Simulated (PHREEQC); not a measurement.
A solution holds 1.7 mmol/kgw NaOH and 0.0042 mmol/kgw CO2, at 25 °C. Closed to the air; pH follows from the charge balance.

Computed with PHREEQC (ion-association model, phreeqc.dat).

| Quantity | Result |
|---|---|
| pH | 11.20 |
| ionic strength | 0.00170 mol/kgw |
| specific conductance | 407 µS/cm |
| total alkalinity | 1.70 meq/kg |

```tsv
species	molality	activity	log γ
Na+	0.00170	0.00162	-0.020
OH-	0.00169	0.00162	-0.020
CO3-2	3.67e-6	3.07e-6	-0.078
HCO3-	4.29e-7	4.10e-7	-0.020
NaCO3-	9.71e-8	9.27e-8	-0.020
```

No solid was allowed to form. Species that the database lacks are ignored.
